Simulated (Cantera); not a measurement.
## Si2Cl6 + NH3 + N2 (silicon nitride deposition)

Input: 1 mol Si2Cl6, 18 mol NH3, 67 mol N2, held at 17.0 Pa.

Method: chemical equilibrium by Gibbs-energy minimisation in Cantera with the NASA 1993 tables (ideal gas, pure condensed phases). Candidate condensed phases: NH4Cl, Si, Si3N4; 28 gas species. The feed counts by its element totals alone. The tables' values for SiCl, SiN are old estimates; treat these amounts as uncertain. Equilibrium is a limit: real reactors are often held back by kinetics, nucleation or transport.

```tsv
T (K)	x N2	x H2	x H	x HCl	x Si	x Cl	x SiCl2
1748	0.709	0.232	0.00843	0.0320	0.00652	0.000898	0.0112
1798	0.705	0.226	0.0128	0.0360	0.00887	0.00156	0.00868
1848	0.701	0.220	0.0191	0.0395	0.0112	0.00260	0.00623
1898	0.696	0.212	0.0276	0.0418	0.0132	0.00411	0.00410
1948	0.690	0.204	0.0392	0.0427	0.0148	0.00614	0.00247
1998	0.683	0.194	0.0543	0.0419	0.0159	0.00870	0.00137
2048	0.674	0.183	0.0735	0.0396	0.0164	0.0118	0.000717
2098	0.665	0.169	0.0971	0.0361	0.0167	0.0153	0.000359
```
x: gas mole fraction; nothing condenses.

From 1748 K to 2098 K nothing is condensed. The main Si-bearing gas is SiCl2 at 1748 K and Si at 2098 K.
